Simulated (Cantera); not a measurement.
Input (Python, Cantera):

```python
import numpy as np
import cantera as ct

gas = ct.Solution("gri30.yaml")


def delay(T, t_max=10):
    gas.TPX = T, 2100000, {'CH4': 1, 'C2H6': 0.055, 'O2': 1.37, 'N2': 5.15}
    reactor = ct.IdealGasReactor(gas, clone=False)
    net = ct.ReactorNet([reactor])
    net.rtol, net.atol = 1e-8, 1e-16
    while net.time < t_max:
        t_old, T_old = net.time, reactor.T
        net.step()
        if reactor.T > T + 400:  # ignition: a rise of 400 K
            return t_old + (T + 400 - T_old) / (reactor.T - T_old) * (net.time - t_old)
    return np.nan


taus = []
for T in [1298, 1398, 1498, 1598, 1698, 1798, 1898]:
    taus.append(delay(T))
    print(f"T0 = {T:6g} K   tau = {taus[-1]:.4e} s")
```

It prints:

```
T0 =   1298 K   tau = 2.9261e-04 s
T0 =   1398 K   tau = 1.1819e-04 s
T0 =   1498 K   tau = 4.9411e-05 s
T0 =   1598 K   tau = 2.1397e-05 s
T0 =   1698 K   tau = 9.7785e-06 s
T0 =   1798 K   tau = 4.8166e-06 s
T0 =   1898 K   tau = 2.5878e-06 s
```

Computed with Cantera and GRI-Mech 3.0 (53 species, 325 reactions). The pressure lies above the range GRI-Mech 3.0 was tuned for (to about 10 atm).
